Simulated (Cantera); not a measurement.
Cantera with NASA thermochemical tables; ideal gases at 1 bar, condensed phases pure. Values are per mole of reaction as written; species without (g) are pure solids or liquids, kept so even where they would boil at 1 bar.

### Question
Between 300 and 1023 K, where is each reaction favourable under standard conditions?
- Nb + O₂(g) ⇌ NbO₂(g)
- 1.143 Ti + O₂(g) ⇌ 0.2857 Ti₄O₇
- 0.6667 Cr + O₂(g) ⇌ 0.6667 CrO₃(g)

### Answer
- Nb + O₂(g) ⇌ NbO₂(g): ΔG° is -209 kJ at 300 K and -228 kJ at 1023 K; it stays negative (K > 1). ΔH° is -205 kJ and ΔS° 22 J/K at 1023 K.
- 1.143 Ti + O₂(g) ⇌ 0.2857 Ti₄O₇: ΔG° is -918 kJ at 300 K and -790 kJ at 1023 K; it stays negative (K > 1). ΔH° is -964 kJ and ΔS° -171 J/K at 1023 K.
- 0.6667 Cr + O₂(g) ⇌ 0.6667 CrO₃(g): ΔG° is -182 kJ at 300 K and -149 kJ at 1023 K; it stays negative (K > 1). ΔH° is -198 kJ and ΔS° -48 J/K at 1023 K.
